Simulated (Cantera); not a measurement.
Feed: 1 mol C2H5OH, 0.35 mol CO2, 29 mol H2, equilibrated at 2423.15 K and 1.80 bar.

Cantera equilibrium calculation (NASA polynomials, part measured and part estimated; ideal gas, pure solids and liquids). Candidate condensed phases: C, C6H6, C7H8, C8H18, H2O; 110 gas species. Rates play no part.

Base state: H2 0.930, CO 0.0501, H 0.0128, C2H2 (acetylene) 0.00720, CH4 0.000265, CH3 6.66e-5, C4H2 2.30e-5, C2H4 1.16e-5 (mole fractions); condensed: C(graphite).

### Question
What changes in the equilibrium state with this change: CO2 from 0.35 to 4 mol?

### Answer
| species | before | after |
|---|---|---|
| H2 | 0.930 | 0.756 |
| CO | 0.0501 | 0.154 |
| H2O | 2.48e-6 | 0.0757 |
| H | 0.0128 | 0.0115 |
| C2H2 (acetylene) | 0.00720 | <1e-9 |
| CO2 | 2.24e-8 | 0.00259 |
| C(graphite), mol | 0.146 | 0 |

### Question
What changes in the equilibrium state with this change: temperature from 2423.15 K to 1000 K?

### Answer
```csv
species,before,after
H2,0.930,0.892
CH4,0.000265,0.0544
H2O,2.48e-6,0.0324
H,0.0128,1.60e-9
CO,0.0501,0.0204
C2H2 (acetylene),0.00720,<1e-9
CO2,2.24e-8,0.00106
CH3,6.66e-5,1.68e-9
C4H2,2.30e-5,<1e-9
"C(graphite), mol",0.146,0
```

### Question
What changes in the equilibrium state with this change: C2H5OH replaced by C2H4?

### Answer
```json
[
 {"species": "H2", "before": "0.930", "after": "0.957"},
 {"species": "CO", "before": "0.0501", "after": "0.0219"},
 {"species": "H", "before": "0.0128", "after": "0.0129"},
 {"species": "C2H2 (acetylene)", "before": "0.00720", "after": "0.00741"},
 {"species": "CH4", "before": "0.000265", "after": "0.000281"},
 {"species": "C2H4", "before": "1.16e-5", "after": "1.23e-5"},
 {"species": "C(graphite), mol", "before": "0.146", "after": "1.16"}
]
```
